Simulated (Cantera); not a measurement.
**CCl₄ + CH₄ + H₂ (fluorocarbon and chlorocarbon gases)**

Input: 1 mol CCl₄, 0.44 mol CH₄, 16 mol H₂, at 2627 °C.

Method: chemical equilibrium by Gibbs-energy minimisation in Cantera with the NASA 1993 tables (ideal gas, pure condensed phases). Candidate condensed phases: C, C₆H₆, C₇H₈, C₈H₁₈; 91 gas species. Equilibrium is a limit: real reactors are often held back by kinetics, nucleation or transport.

| P (Pa) | log p H | log p H₂ | log p HCl | log p Cl | log p C | log p C₂H₂ (acetylene) | n C(graphite) |
|---|---|---|---|---|---|---|---|
| 1 | -5.06 | -8.25 | -9.01 | -5.99 | -6.45 | -13.03 | 0 |
| 6.80 | -4.23 | -6.59 | -7.35 | -5.16 | -5.71 | -9.90 | 0 |
| 46 | -3.41 | -4.94 | -5.69 | -4.33 | -5.23 | -7.30 | 0 |
| 320 | -2.63 | -3.38 | -4.10 | -3.51 | -4.91 | -5.09 | 0 |
| 2200 | -1.99 | -2.10 | -2.75 | -2.80 | -4.73 | -3.45 | 0 |
| 15000 | -1.48 | -1.07 | -1.66 | -2.23 | -4.72 | -2.41 | 0.135 |
| 100000 | -1.03 | -0.17 | -0.74 | -1.76 | -4.72 | -1.51 | 0.103 |
log p: log10 of the partial pressure in bar; n: condensed amount in mol.

From 0.00750 Torr to 16.5 Torr nothing is condensed. From 113 Torr to 750 Torr the condensed part is C(graphite). The main C-bearing gas is C at 0.00750 Torr and C₂H₂ (acetylene) at 750 Torr.
